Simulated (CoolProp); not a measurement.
A simple Rankine cycle with isobutene: condensing at 333.15 K, boiler at 3.2 MPa, turbine inlet 406.5 K, turbine efficiency 0.85, pump efficiency 0.7, no recuperator. Each further row changes one setting.

Values from CoolProp's reference Helmholtz-energy equation of state, Lemmon 2005. It is a short technical equation, of lower accuracy than the large ones.

```csv
case,thermal efficiency (%),net work (kJ/kg),heat in (kJ/kg),turbine exit temperature (K),volume ratio over the turbine
as stated,10.8,(withheld),373,(withheld),5.46
turbine inlet 426.5 K,11.1,49.0,440,370.9,4.77
condensing temperature 325.15 K,(withheld),47.0,394,335.6,6.68
boiler pressure 2.24 MPa,9.0,(withheld),(withheld),367.6,3.12
turbine efficiency 0.75,(withheld),34.7,373,344.7,(withheld)
```

Problem. Fill in the missing entries.

Solution. 
- as stated, net work (kJ/kg): 40.2
- as stated, turbine exit temperature (K): 342.0
- condensing temperature 325.15 K, thermal efficiency (%): 11.9
- boiler pressure 2.24 MPa, net work (kJ/kg): 37.9
- boiler pressure 2.24 MPa, heat in (kJ/kg): 423
- turbine efficiency 0.75, thermal efficiency (%): 9.3
- turbine efficiency 0.75, volume ratio over the turbine: 5.53
